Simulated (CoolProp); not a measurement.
Vapour-liquid equilibrium of R125 (1) + R1234yf (2) at -95.15 °C; x and y are mole fractions of (1).

Values from CoolProp's multi-fluid Helmholtz-energy mixture model, Lemmon 2005 and Lemmon 2022; pair parameters Bell 2023.

```json
[
 {"x": "0.05", "bubble pressure, mixture model (MPa)": "0.001694", "bubble pressure, Raoult's law (MPa)": "0.001686", "y, mixture model": "0.145", "y, Raoult's law": "0.141"},
 {"x": "0.125", "bubble pressure, mixture model (MPa)": "0.001945", "bubble pressure, Raoult's law (MPa)": "0.001928", "y, mixture model": "0.313", "y, Raoult's law": "0.308"},
 {"x": "0.2", "bubble pressure, mixture model (MPa)": "0.002192", "bubble pressure, Raoult's law (MPa)": "0.002170", "y, mixture model": "0.442", "y, Raoult's law": "0.438"},
 {"x": "0.275", "bubble pressure, mixture model (MPa)": "0.002437", "bubble pressure, Raoult's law (MPa)": "0.002412", "y, mixture model": "0.544", "y, Raoult's law": "0.542"},
 {"x": "0.35", "bubble pressure, mixture model (MPa)": "0.002680", "bubble pressure, Raoult's law (MPa)": "0.002654", "y, mixture model": "0.628", "y, Raoult's law": "0.627"},
 {"x": "0.425", "bubble pressure, mixture model (MPa)": "0.002921", "bubble pressure, Raoult's law (MPa)": "0.002896", "y, mixture model": "0.697", "y, Raoult's law": "0.697"},
 {"x": "0.5", "bubble pressure, mixture model (MPa)": "0.003161", "bubble pressure, Raoult's law (MPa)": "0.003138", "y, mixture model": "0.756", "y, Raoult's law": "0.757"},
 {"x": "0.575", "bubble pressure, mixture model (MPa)": "0.003400", "bubble pressure, Raoult's law (MPa)": "0.003380", "y, mixture model": "0.807", "y, Raoult's law": "0.808"},
 {"x": "0.65", "bubble pressure, mixture model (MPa)": "0.003638", "bubble pressure, Raoult's law (MPa)": "0.003622", "y, mixture model": "0.851", "y, Raoult's law": "0.853"},
 {"x": "0.725", "bubble pressure, mixture model (MPa)": "0.003876", "bubble pressure, Raoult's law (MPa)": "0.003864", "y, mixture model": "0.889", "y, Raoult's law": "0.891"},
 {"x": "0.8", "bubble pressure, mixture model (MPa)": "0.004114", "bubble pressure, Raoult's law (MPa)": "0.004106", "y, mixture model": "0.924", "y, Raoult's law": "0.926"},
 {"x": "0.875", "bubble pressure, mixture model (MPa)": "0.004353", "bubble pressure, Raoult's law (MPa)": "0.004348", "y, mixture model": "0.955", "y, Raoult's law": "0.956"},
 {"x": "0.95", "bubble pressure, mixture model (MPa)": "0.004591", "bubble pressure, Raoult's law (MPa)": "0.004589", "y, mixture model": "0.983", "y, Raoult's law": "0.983"}
]
```

The largest gap from Raoult's law is +1.0 % in bubble pressure, at x = 0.275. No azeotrope shows between x = 0.05 and 0.95.

The pair parameters rest on a limited set of measurements; away from them the model extrapolates.
